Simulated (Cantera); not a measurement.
## Transport properties of process gases

Gas mixture: H2 : C2H6 = 0.28 : 0.68 (molar parts), at 100.0 Torr, frozen composition.

Cantera's kinetic-theory transport with the Lennard-Jones parameters of GRI-Mech 3.0, ideal gas; thermal conductivity in the multicomponent form. The composition is frozen, though it would react at the higher temperatures.

```tsv
T (K)	ρ (kg/m³)	cp (J/kg/K)	μ (µPa s)	λ (mW/m/K)	Pr	D (cm²/s) N2	D (cm²/s) NH3	D (cm²/s) H2
400	0.0877	2498	12.7	60.1	0.530	2.48	2.56	7.16
550	0.0638	3100	16.7	89.5	0.579	4.35	4.71	12.3
700	0.0501	3610	20.2	120	0.608	6.60	7.37	18.6
850	0.0413	4014	23.4	151	0.624	9.19	10.5	25.7
1000	0.0351	4372	26.3	181	0.635	12.1	14.0	33.7
1150	0.0305	4658	29.1	211	0.641	15.3	17.9	42.5
1300	0.0270	4897	31.6	240	0.645	18.8	22.2	52.1
```
D: mixture-averaged diffusion coefficient of that species in the mixture.
